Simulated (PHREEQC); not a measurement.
Dissolve 2.2 mol/kgw Na2CO3, 0.17 mol/kgw HCl and 0.13 mol/kgw NaCl at 25 °C and 50 atm. Closed to the air; pH follows from the charge balance.

All values are PHREEQC results (Pitzer model, pitzer.dat), not measurements.

This is a speciation only: nothing precipitates in the calculation.

### Question
What pH does the model give?

### Answer
pH 10.49.

### Question
In which forms is C present?

### Answer
CO3-2 92 %, HCO3- 7.7 % of the C.

Species that the database lacks are ignored. In brines, pH and single-ion activities rest on the MacInnes convention. Under pressure, the constants of complexes without a molar volume in the database are unreliable.
